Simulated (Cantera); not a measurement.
Cantera run:

```python
import numpy as np
import cantera as ct

gas_names = """
    B BCL BCL2 BCL3 BN B2 CL CL2 N N2
""".split()
cond_names = """
    B(b) B(L) BN(s)
""".split()


# ... load() reads the species with a 1 bar reference pressure and builds the phases ...
atoms = {
    'BCl3': {'B': 1, 'CL': 3},
    'N2': {'N': 2},
}
top_T = {'BN(s)': 3200}  # K; cautious upper limits of use, not melting points


# ... equilibrate(T, P, feed) seeds the gas with the atoms and calls Mixture.equilibrate('TP', solver="vcs", rtol=1e-11, max_steps=5000) ...
results = []
feed = {'BCl3': 1, 'N2': 6.9}  # mol
T = 1523  # K
P = 93  # Pa
mix = equilibrate(T, P, feed)
results.append((T, P, feed, dict(zip(mix.species_names, mix.species_moles))))
x = sorted(zip(gas.X, gas.species_names), reverse=True)
print(f"T = {T:g} K  P = {P:g} Pa  gas = {mix.phase_moles(0):.4g} mol")
print("   x: " + "  ".join(f"{s} {v:.3e}" for v, s in x if v > 0.001))
print("   condensed (mol): " + ("  ".join(f"{mix.phase(i).name} {mix.phase_moles(i):.4g}"
      for i in range(1, mix.n_phases) if mix.phase_moles(i) > 1e-12) or "none"))
```

It prints:

```
T = 1523 K  P = 93 Pa  gas = 7.924 mol
   x: N2 8.703e-01  BCL3 1.239e-01  CL 4.428e-03  BCL2 1.161e-03
   condensed (mol): BN(s) 0.00729
```

Equilibrium computed with Cantera from the NASA thermochemical tables; the gas is ideal and each condensed phase is pure. The tables' values for BCl2, BCl are old estimates; treat these amounts as uncertain.
